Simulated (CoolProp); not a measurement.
Vapour-liquid equilibrium of propylene (1) + R115 (2) at 303.2 K; x and y are mole fractions of (1).

Model: multi-fluid Helmholtz-energy mixture model, Lemmon 2013 and Lemmon 2016; pair parameters Bell 2016, in CoolProp.

Problem. Give the bubble pressure and the first vapour's composition at x = 0.275, 0.425, 0.5. Is there an azeotrope?

Solution. x = 0.275: 1281 kPa, y = 0.365; x = 0.425: 1367 kPa, y = 0.498; x = 0.5: 1396 kPa, y = 0.555. y crosses x between x = 0.65 and 0.725: the model has an azeotrope there.

The pair parameters rest on a limited set of measurements; away from them the model extrapolates.
